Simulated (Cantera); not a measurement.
Mixture: CH₄ : C₂H₆ : C₃H₈ : O₂ : N₂ : H₂O = 1 : 0.11 : 0.056 : 2.96 : 13.9 : 0.78 (molar parts), at 3.20 bar, adiabatic and at constant pressure. Ignition delay is the time to a rise of 400 K.

Computed with Cantera and GRI-Mech 3.0 (53 species, 325 reactions).

### Question
At T0 = 1500 K, what is the delay, and which 8 reactions control it most (d ln τ / d ln k, from doubling and halving each rate constant)?

### Answer
The delay is 99.7 µs.
| reaction | d ln τ / d ln k | faster rate |
|---|---|---|
| H + O2 <=> O + OH | -0.65 | shortens it |
| CH3 + HO2 <=> CH3O + OH | -0.38 | shortens it |
| CH4 + H <=> CH3 + H2 | 0.31 | lengthens it |
| CH4 + OH <=> CH3 + H2O | 0.27 | lengthens it |
| 2 CH3 (+M) <=> C2H6 (+M) | 0.23 | lengthens it |
| C2H5 + CH3 (+M) <=> C3H8 (+M) | -0.22 | shortens it |
| C2H6 + OH <=> C2H5 + H2O | -0.15 | shortens it |
| C2H5 + O2 <=> C2H4 + HO2 | -0.14 | shortens it |
